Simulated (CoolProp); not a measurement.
A closed Brayton cycle with carbon dioxide: compressor inlet 322.15 K and 7.9 MPa, high pressure 24.6 MPa, turbine inlet 690 K, compressor efficiency 0.85, turbine efficiency 0.9, recuperator effectiveness 0.95 (on enthalpy, no pinch check). Each further row changes one setting.

Model: reference Helmholtz-energy equation of state, Span 1996, in CoolProp.

```
case                           thermal efficiency (%)  net work (kJ/kg)  compressor to turbine work  compressor exit (K)  turbine exit (K)
-----------------------------  ----------------------  ----------------  --------------------------  -------------------  ----------------
as stated                                        28.4              59.0                        0.50                417.9             568.1
turbine inlet 640 K                                 …                 …                           …                417.9             522.6
compressor inlet 332.15 K                           …                 …                           …                    …             568.1
high pressure 20.9 MPa                           28.8              54.1                        0.48                403.7             585.2
recuperator effectiveness 0.5                       …              59.0                        0.50                417.9             568.1
```

Task: Some entries are withheld; supply them.

Result: 
- turbine inlet 640 K, thermal efficiency (%): 24.7
- turbine inlet 640 K, net work (kJ/kg): 47.9
- turbine inlet 640 K, compressor to turbine work: 0.55
- compressor inlet 332.15 K, thermal efficiency (%): 26.1
- compressor inlet 332.15 K, net work (kJ/kg): 51.6
- compressor inlet 332.15 K, compressor to turbine work: 0.57
- compressor inlet 332.15 K, compressor exit (K): 434.9
- recuperator effectiveness 0.5, thermal efficiency (%): 20.7
